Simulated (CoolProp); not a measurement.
Vapour-liquid equilibrium of R125 (1) + R236EA (2) at 0.709 MPa; x and y are mole fractions of (1).

Model: multi-fluid Helmholtz-energy mixture model, Lemmon 2005 and Rui 2013; pair parameters Bell 2016, in CoolProp.

```tsv
x	bubble temperature, mixture model (K)	bubble temperature, Raoult's law (K)	y, mixture model	y, Raoult's law
0.05	333.1	332.0	0.168	0.218
0.15	322.2	320.1	0.423	0.500
0.25	312.9	310.8	0.597	0.669
0.35	305.2	303.2	0.717	0.776
0.45	298.7	296.9	0.800	0.847
0.55	293.1	291.6	0.861	0.897
0.65	288.2	287.0	0.906	0.932
0.75	283.9	283.1	0.941	0.959
0.85	280.1	279.5	0.968	0.978
0.95	276.6	276.4	0.990	0.994
```

The largest gap from Raoult's law is +2.1 K in bubble temperature, at x = 0.25. No azeotrope shows between x = 0.05 and 0.95.

The pair parameters rest on a limited set of measurements; away from them the model extrapolates.
